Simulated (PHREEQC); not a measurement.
Make-up at 25 °C: 0.081 mol/kgw ZnSO4, 0.00028 mol/kgw H3BO3 and 0.14 mol/kgw NiCl2. It is in equilibrium with CO2 at log p = -1 (atm). Otherwise closed; pH follows from the charge balance.

Computed with PHREEQC (ion-association model, wateq4f.dat).

This is a speciation only: nothing precipitates in the calculation.

### Question
Estimate the pH, ionic strength.

### Answer
pH 4.11; ionic strength 0.486 mol/kgw.

### Question
In which forms is Ni present?

### Answer
Ni+2 66 %, NiSO4 20 %, NiCl+ 10 %, NiCl2 3.8 % of the Ni.
